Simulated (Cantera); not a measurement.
Feed: 1 mol CsCl, 0.21 mol H2O, 0.61 mol N2, equilibrated at 1452 °C and 3.15 Torr.

Method: chemical equilibrium by Gibbs-energy minimisation in Cantera with the NASA 1993 tables (ideal gas, pure condensed phases). Kinetics and transport are ignored.

| species | before | after |
|---|---|---|
| CsCl | 0.544 | 0.527 |
| N2 | 0.334 | 0.325 |
| H2O | 0.110 | 0.110 |
| H2 | 0.00148 | 0.0255 |
| O2 | 0.000886 | 2.98e-6 |
| NO | 0.000135 | 7.71e-6 |
| O | 2.67e-5 | 1.55e-6 |
| OH | 0.000451 | 0.000109 |
| H | 0.000110 | 0.000458 |
| Cl | 0.000235 | 8.23e-5 |
Gas species are given as mole fractions.

**Question.** What was changed between the two runs?
A. 0.052 mol H2 added
B. pressure from 3.15 Torr to 0.00750 Torr
C. H2O from 0.21 to 0.43 mol
D. H2O from 0.21 to 1.4 mol

**Answer.** A, 0.052 mol H2 added
